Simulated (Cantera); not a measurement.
Hydrogen reduction and annealing atmospheres: FeS + H2 + N2

Feed: 1 mol FeS, 410 mol H2, 40 mol N2, at 948.15 K and 1.40 mbar.

These are equilibrium values from Cantera (NASA tables, ideal gas, pure condensed phases), not measurements of a reactor. Candidate condensed phases: Fe, FeS, FeS2, S; 16 gas species. FeS: taken at fixed stoichiometry. Equilibrium is a limit: real reactors are often held back by kinetics, nucleation or transport.

```
Item                                Result
-------------------------------  ---------
x(H2)                                0.910
x(N2)                               0.0889
x(H2S)                            0.000651
n(Fe(α))                         0.293 mol
n(FeS(s))                        0.707 mol
gas amount                       450.0 mol
log10 activity of S(l) (absent)      -5.75
```
